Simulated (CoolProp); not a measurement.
The fluid at 298.15 K and 11.4 MPa flows at 0.2 m/s in a round tube of 1 mm bore and 1.5 µm roughness, fully developed (64/Re and Nu = 3.66 if laminar; Colebrook and Gnielinski if turbulent). The same conditions are run with several fluids, on thermodynamics alone (safety and materials aside).

Computed with CoolProp (reference Helmholtz-energy equation of state of each fluid (oxygen: Schmidt 1985; nitrogen: Span 2000; C2F6 (R116): Lemmon 2006; dry air: Lemmon 2000; methane: Setzmann 1991)). Blends and air are pseudo-pure fits.

```csv
fluid,Reynolds number,Darcy friction factor,pressure drop (Pa/m),heat-transfer coefficient (W/(m² K)),mass flow (kg/h)
oxygen,1320,0.0485,151,118,0.0878
nitrogen,1260,?,130,117,0.0722
C2F6 (R116),1890,0.0339,804,183,0.671
dry air,?,?,?,117,0.0757
methane,1220,0.0524,?,171,?
```

Q: Some entries are withheld; supply them.

A: 
- nitrogen, Darcy friction factor: 0.0509
- dry air, Reynolds number: 1280
- dry air, Darcy friction factor: 0.0501
- dry air, pressure drop (Pa/m): 134
- methane, pressure drop (Pa/m): 92.1
- methane, mass flow (kg/h): 0.0498

Transport values come from each fluid's own correlations; those of C2F6 (R116) are estimates that may be off by 10 % or more.
